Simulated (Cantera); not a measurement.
Input (Python, Cantera):

```python
import numpy as np
import cantera as ct

gas = ct.Solution("gri30.yaml")


def delay(T, t_max=10):
    gas.TPX = T, 500000, {'CH4': 1, 'O2': 1.54, 'N2': 9.23, 'H2': 0.41}
    reactor = ct.IdealGasReactor(gas, clone=False)
    net = ct.ReactorNet([reactor])
    net.rtol, net.atol = 1e-8, 1e-16
    while net.time < t_max:
        t_old, T_old = net.time, reactor.T
        net.step()
        if reactor.T > T + 400:  # ignition: a rise of 400 K
            return t_old + (T + 400 - T_old) / (reactor.T - T_old) * (net.time - t_old)
    return np.nan


taus = []
for T in [1125, 1200, 1275, 1350, 1425, 1500, 1575]:
    taus.append(delay(T))
    print(f"T0 = {T:6g} K   tau = {taus[-1]:.4e} s")
```

Result:

```
T0 =   1125 K   tau = 2.4177e-03 s
T0 =   1200 K   tau = 1.2597e-03 s
T0 =   1275 K   tau = 7.0909e-04 s
T0 =   1350 K   tau = 4.0549e-04 s
T0 =   1425 K   tau = 2.3343e-04 s
T0 =   1500 K   tau = 1.3598e-04 s
T0 =   1575 K   tau = 8.0862e-05 s
```

Detailed kinetics in Cantera: GRI-Mech 3.0 (53 species, 325 reactions).
